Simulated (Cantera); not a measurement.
A perfectly stirred reactor is fed with CH4 : CO2 : H2 = 1 : 1.7 : 0.064 (molar parts), at 82.5 Torr; it is held at 1925 K, and followed from long to short residence time.

Cantera simulation using GRI-Mech 3.0 (53 species, 325 reactions); the numbers are that mechanism's predictions, not measurements.

What does this change do: pressure from 82.5 Torr to 6.40 bar?


```
quantity                  before     after
----------------------  --------  --------
x(CH4) at τ = 11.0 s    0.000781  0.000493
x(CO2) at τ = 11.0 s      0.0408    0.0404
x(H2) at τ = 11.0 s        0.324     0.325
x(C2H2) at τ = 11.0 s   0.000273   3.39e-5
x(CH2O) at τ = 11.0 s    3.36e-7   4.87e-7
x(CH4) at τ = 0.110 s     0.0156    0.0105
x(CO2) at τ = 0.110 s     0.0997    0.0566
x(H2) at τ = 0.110 s       0.229     0.285
x(C2H2) at τ = 0.110 s    0.0474    0.0128
x(CH2O) at τ = 0.110 s   1.52e-5   1.72e-6
```

What does this change do: temperature 1925 to 2075 K?


| quantity | before | after |
|---|---|---|
| x(CH4) at τ = 11.0 s | 0.000781 | 8.11e-5 |
| x(CO2) at τ = 11.0 s | 0.0408 | 0.0372 |
| x(H2) at τ = 11.0 s | 0.324 | 0.321 |
| x(C2H2) at τ = 11.0 s | 0.000273 | 4.32e-6 |
| x(CH2O) at τ = 11.0 s | 3.36e-7 | 1.28e-7 |
| x(CH4) at τ = 0.110 s | 0.0156 | 0.00589 |
| x(CO2) at τ = 0.110 s | 0.0997 | 0.0539 |
| x(H2) at τ = 0.110 s | 0.229 | 0.287 |
| x(C2H2) at τ = 0.110 s | 0.0474 | 0.0145 |
| x(CH2O) at τ = 0.110 s | 1.52e-5 | 8.64e-6 |

What does this change do: 0.19 parts H2O added?


| quantity | before | after |
|---|---|---|
| x(CH4) at τ = 11.0 s | 0.000781 | 0.000669 |
| x(CO2) at τ = 11.0 s | 0.0408 | 0.0480 |
| x(H2) at τ = 11.0 s | 0.324 | 0.320 |
| x(C2H2) at τ = 11.0 s | 0.000273 | 0.000163 |
| x(CH2O) at τ = 11.0 s | 3.36e-7 | 3.44e-7 |
| x(CH4) at τ = 0.110 s | 0.0156 | 0.0150 |
| x(CO2) at τ = 0.110 s | 0.0997 | 0.101 |
| x(H2) at τ = 0.110 s | 0.229 | 0.234 |
| x(C2H2) at τ = 0.110 s | 0.0474 | 0.0414 |
| x(CH2O) at τ = 0.110 s | 1.52e-5 | 1.53e-5 |
